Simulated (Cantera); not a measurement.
Feed: 1 mol Ti, 0.5 mol C3H8, at 1227 °C and 0.133 bar.

These are equilibrium values from Cantera (NASA tables, ideal gas, pure condensed phases), not measurements of a reactor. Candidate condensed phases: C, C6H6, C7H8, C8H18, Ti, TiC; 77 gas species. TiC: taken at fixed stoichiometry. Kinetics and transport are ignored.

Base state: H2 1.000, CH4 0.000342, H 4.82e-5 (mole fractions); condensed: C(graphite) + TiC(s).

### Question
What changes in the equilibrium state with this change: temperature from 1227 °C to 825 °C?

### Answer
```csv
species,before,after
H2,1.000,0.995
CH4,0.000342,0.00482
H,4.82e-5,6.78e-8
"C(graphite), mol",0.499,0.490
"TiC(s), mol",1.00,1.00
```

### Question
What changes in the equilibrium state with this change: temperature from 1227 °C to 1752 °C?

### Answer
```csv
species,before,after
H2,1.000,0.994
H,4.82e-5,0.00525
C2H2 (acetylene),9.02e-6,0.000899
CH4,0.000342,5.23e-5
"C(graphite), mol",0.499,0.496
"TiC(s), mol",1.00,1.00
```

### Question
What changes in the equilibrium state with this change: Ti replaced by TiCl4?

### Answer
```tsv
species	before	after
HCl	0	0.503
H2	1.000	0.316
TiCl4	0	0.0910
TiCl3	0	0.0894
TiCl2	0	0.000171
Cl	0	3.48e-5
C(graphite), mol	0.499	1.14
TiC(s), mol	1.00	0.364
```
The tables' values for TiCl2 are old estimates; treat these amounts as uncertain. Further candidate phases: TiCl2, TiCl3, TiCl4.
